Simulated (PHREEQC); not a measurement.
A PHREEQC speciation (ion-association model, phreeqc.dat) at 45 °C gives pH 3.45 and these molalities:

```tsv
species	mol/kgw
Cu+2	0.0392
SO4-2	0.0390
CuSO4	0.0358
HSO4-	0.000881
H+	0.000442
Cu2(OH)2+2	1.25e-6
CuOH+	5.15e-7
```

What are the element totals, and what could have been dissolved in 1 kg of water to give them?

Several could match; the one computed here: totals Cu(2) 0.0750, S(6) 0.0757 mol/kgw, from 0.075 mol CuSO4 and 0.00066 mol H2SO4 per kg of water.

No solid was allowed to form. At this temperature some constants are extrapolated from 25 °C, and those without enthalpy data are left unchanged.
